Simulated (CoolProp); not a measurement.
A single-stage vapour-compression cycle with the fluid: evaporating at 328.15 K (dew point), condensing at 393.15 K (bubble point), superheat 2 K, subcooling 2 K, compressor efficiency 0.8, no pressure losses. The same conditions are run with several fluids, on thermodynamics alone (safety and materials aside).

Model: reference Helmholtz-energy equation of state of each fluid (benzene: Thol 2012; cyclopentane: Gedanitz 2015; R142b: Lemmon 2006; R1233zd(E): Akasaka 2022; R113: Marx 1992; isobutane: Bücker 2006), in CoolProp.

### Question
Rank benzene, cyclopentane, R142b, R1233zd(E), R113, isobutane by cooling COP, highest first.

### Answer
benzene (3.30), cyclopentane (3.11), R113 (2.83), R1233zd(E) (2.58), R142b (2.21), isobutane (1.80)

| fluid | pressure ratio | discharge temperature (K) | refrigerating effect (kJ/kg) | volumetric capacity (kJ/m³) |
|---|---|---|---|---|
| benzene | 6.87 | 403.0 | 293 | 370 |
| cyclopentane | 5.34 | 393.9 | 252 | 819 |
| R142b | 3.88 | 401.8 | 81.5 | 2750 |
| R1233zd(E) | 4.64 | 393.1 | 90.9 | 1630 |
| R113 | 5.29 | 393.2 | 81.0 | 747 |
| isobutane | 3.67 | 393.7 | 104 | 2040 |

The compression ends wet for: R1233zd(E); R113.
